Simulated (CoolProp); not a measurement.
Values from CoolProp's reference Helmholtz-energy equation of state, Lemmon 2005. It is a short technical equation, of lower accuracy than the large ones.

Question: For 1-butene, give the phase and the cv (kJ/(kg K)), speed of sound (m/s), isothermal compressibility (1/MPa) at 236.2 K and 63.3 kPa; 236.2 K and 495 kPa; 236.2 K and 1130 kPa.

Answer: 
- 236.2 K and 63.3 kPa: liquid; cv 1.41, speed of sound 1220, isothermal compressibility 0.00149
- 236.2 K and 495 kPa: liquid; cv 1.41, speed of sound 1220, isothermal compressibility 0.00148
- 236.2 K and 1130 kPa: liquid; cv 1.41, speed of sound 1230, isothermal compressibility 0.00146
